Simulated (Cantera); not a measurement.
**Ignition delay**

Mixture: CO : H2 : O2 : N2 = 1 : 0.31 : 0.385 : 1.04 (molar parts), equivalence ratio 1.7, at 6.12 atm, adiabatic and at constant volume. Ignition delay is the time to a rise of 400 K.

Detailed kinetics in Cantera: GRI-Mech 3.0 (53 species, 325 reactions). The hydrogen kinetics of GRI-Mech 3.0 are dated; newer H2 mechanisms differ, most at raised pressure. Below about 950 K walls govern HO2 and H2O2 in real vessels.

| T0 (K) | delay (ms) |
|---|---|
| 900 | 27.5 |
| 975 | 3.32 |
| 1050 | 0.471 |
| 1125 | 0.0692 |
| 1200 | 0.0178 |
| 1275 | 0.00859 |
